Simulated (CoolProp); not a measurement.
Model: reference Helmholtz-energy equation of state, Lemmon 2016, in CoolProp.

**Question.** For R365MFC, give the phase and the Z, cp (kJ/(kg K)), Joule-Thomson coefficient (K/MPa) at 321.9 K and 0.735 MPa.

**Answer.** 
- 321.9 K and 0.735 MPa: liquid; Z 0.0337, cp 1.42, Joule-Thomson coefficient -0.230
